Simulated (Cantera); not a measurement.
Input: 1 mol HI, 5.1 mol H2O, held at 79.0 bar.

These are equilibrium values from Cantera (NASA tables, ideal gas, pure condensed phases), not measurements of a reactor. Candidate condensed phases: H2O, I2; 12 gas species. Each liquid is taken as pure. The ideal-gas law is rough above about 30 bar. Rates play no part.

Task: Which condensed phases are stable at each of these points (T (K)): 500, 525, 550, 575, 600, 625, 650, 675?

Result: 
| T (K) | condensed phases |
|---|---|
| 500 | H2O(l) + I2(l) |
| 525 | H2O(l) |
| 550 | H2O(l) |
| 575 | H2O(l) |
| 600 | gas only |
| 625 | gas only |
| 650 | gas only |
| 675 | gas only |

At 500 K the condensed part is H2O(l) + I2(l). From 525 K to 575 K the condensed part is H2O(l). From 600 K to 675 K nothing is condensed.
